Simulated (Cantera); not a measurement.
A perfectly stirred reactor is fed with CH4 : C2H6 : C3H8 : O2 : N2 = 1 : 0.23 : 0.035 : 3.24 : 12.2 (molar parts), equivalence ratio 0.92, at 18.8 atm; it is adiabatic with a 625 K inlet, and is followed from long to short residence time, starting on the burning branch (τ in s: 0.088, 0.04, 0.018, 0.0083, 0.0038, 0.0017, 0.00079, 0.00036, 0.00016, 7.4e-05, 3.4e-05, 1.5e-05).

Model: GRI-Mech 3.0 (53 species, 325 reactions), integrated in Cantera. The pressure lies above the range GRI-Mech 3.0 was tuned for (to about 10 atm).

One state of this run: T (K) = 2408; x CH4 = 8.77e-7; x C2H6 = 2.17e-8; x C3H8 = 4.19e-9; x C2H = 1.04e-9; x HO2 = 4.22e-6; x NO2 = 3.93e-6. x: mole fraction; the columns are a selection and need not sum to one.

Question: Which value of τ (s) does it belong to?
(A) 7.4e-5
(B) 0.018
(C) 0.040
(D) 0.0038

Answer: B, 0.018
